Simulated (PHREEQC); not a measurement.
Consider water at 25 °C with 0.04 mol ZnCl2, 0.0012 mol Na2SO4 and 0.0021 mol H2SO4 per kg of water. Closed to the air; pH follows from the charge balance.

Model: ion-association model, phreeqc.dat, run in PHREEQC.

Each row changes one thing in this solution. No solid was allowed to form.

| case | pH | ionic strength (mol/kgw) | SO4-2 (mol/kgw) | HSO4- (mol/kgw) | NaSO4- (mol/kgw) |
|---|---|---|---|---|---|
| as made | 2.49 | 0.118 | 0.00150 | 0.000217 | 6.33e-6 |
| temperature from 25 to 90 °C | 2.56 | 0.0924 | 0.00127 | 0.000821 | 7.13e-6 |
| Na2SO4 replaced by NaAlO2 at the same molality | 5.08 | 0.118 | 0.000954 | 3.56e-7 | 2.01e-6 |
| temperature from 25 to 85 °C | 2.55 | 0.0947 | 0.00129 | 0.000741 | 7.14e-6 |
| diluted 10-fold with water | 3.43 | 0.0125 | 0.000236 | 6.17e-6 | 1.81e-7 |
| 0.00082 mol/kgw MgCl2 added | 2.49 | … | 0.00149 | 0.000215 | 6.27e-6 |
| ZnCl2 left out | 2.48 | 0.00859 | … | 0.000635 | 2.15e-5 |
| H2SO4 from 0.0021 to 0.00315 mol/kgw | 2.32 | 0.119 | 0.00193 | 0.000411 | 8.10e-6 |
| diluted 5-fold with water | 3.14 | 0.0247 | 0.000413 | 1.88e-5 | 5.49e-7 |

Problem. What belongs in the gaps?

Solution. 
- 0.00082 mol/kgw MgCl2 added, ionic strength (mol/kgw): 0.120
- ZnCl2 left out, SO4-2 (mol/kgw): 0.00264

Some of these states are supersaturated (in Al(OH)3(a), Gibbsite (slow to form), for instance). Away from 25 °C the constants follow the database's enthalpies or fits; those with neither stay at their 25 °C values.
